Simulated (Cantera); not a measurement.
Input (Python, Cantera) and output of one run.

```python
import numpy as np
import cantera as ct

gas_names = """
    F FO FO2 F2 F2O H HF HOF HO2 H2 H2F2 H2O H2O2 H3F3 H4F4 H5F5 H6F6 H7F7 O OH O2 O3
""".split()
cond_names = """
    H2O(s) H2O(L)
""".split()


def load(file, names, dense=False):
    # The tables refer to 1 bar. Condensed volumes are neglected.
    table = {s.name: s for s in ct.Species.list_from_file(file)}
    out = []
    for n in names:
        d = dict(table[n].input_data)
        d["thermo"] = dict(d["thermo"], **{"reference-pressure": 1e5})
        if dense:
            d["equation-of-state"] = {"model": "constant-volume", "density": "1e6 g/cm^3"}
        out.append(ct.Species.from_dict(d))
    return out


gas = ct.Solution(thermo="ideal-gas", species=load("nasa_gas.yaml", gas_names))
cond = {s.name: ct.Solution(thermo="fixed-stoichiometry", species=[s], name=s.name)
        for s in load("nasa_condensed.yaml", cond_names, dense=True)}
atoms = {
    'HF': {'H': 1, 'F': 1},
    'O2': {'O': 2},
}
top_T = {}  # K; cautious upper limits of use, not melting points


def equilibrate(T, P, feed):
    n = {}
    for name, mol in feed.items():
        for a, k in atoms[name].items():
            n[a] = n.get(a, 0.0) + k * mol
    gas.TPX = T, P, n
    mass = sum(n.values()) * gas.mean_molecular_weight
    gas.equilibrate("TP")
    valid = [c for c in cond.values() if c.min_temp <= T <= top_T.get(c.name, c.max_temp)]
    mix = ct.Mixture([(gas, mass / gas.mean_molecular_weight)] + [(c, 0.0) for c in valid])
    mix.T, mix.P = T, P
    mix.equilibrate("TP", solver="vcs", rtol=1e-11, max_steps=5000)
    return mix


results = []
feed = {'HF': 1, 'O2': 0.075}  # mol
T = 2423.15  # K
for P in [10, 120, 1400, 17000, 210000, 2500000, 30000000]:
    mix = equilibrate(T, P, feed)
    results.append((T, P, feed, dict(zip(mix.species_names, mix.species_moles))))

top = {s: max(r[3][s] / sum(r[3][g] for g in gas_names) for r in results) for s in gas_names}
cols = sorted((s for s in top if top[s] > 0.0001), key=lambda s: -top[s])[:8]
seen = [c for c in cond_names if any(r[3].get(c, 0) > 1e-12 for r in results)]
print("log10 of partial pressures in bar; condensed amounts in mol")
print(f"{'P/Pa':>10s}" + "".join(f"{s[:9]:>10s}" for s in cols + seen))
for T, P, feed, n in results:
    ng = sum(n[g] for g in gas_names)
    print(f"{P:10.4g}" + "".join(f"{np.log10(max(n[s] / ng * P / 1e5, 1e-99)):10.3f}" for s in cols)
          + "".join(f"{n.get(c, 0):10.4g}" for c in seen))
```

It prints:

```
log10 of partial pressures in bar; condensed amounts in mol
      P/Pa        HF         O        O2         F         H        OH       H2O      H2F2
        10    -4.120    -5.001    -5.985    -5.176    -5.216    -6.539    -7.530   -13.447
       120    -2.985    -4.188    -4.360    -4.524    -4.733    -5.243    -5.751   -11.177
      1400    -1.898    -3.562    -3.107    -3.768    -4.401    -4.286    -4.462    -9.003
   1.7e+04    -0.807    -2.989    -1.962    -2.916    -4.162    -3.474    -3.410    -6.820
   2.1e+05     0.288    -2.433    -0.849    -2.028    -3.956    -2.711    -2.441    -4.631
   2.5e+06     1.365    -1.891     0.234    -1.143    -3.764    -1.977    -1.515    -2.477
     3e+07     2.444    -1.350     1.317    -0.252    -3.576    -1.248    -0.598    -0.319
```

Equilibrium computed with Cantera from the NASA thermochemical tables; the gas is ideal and each condensed phase is pure. The ideal-gas law is rough above about 30 bar.
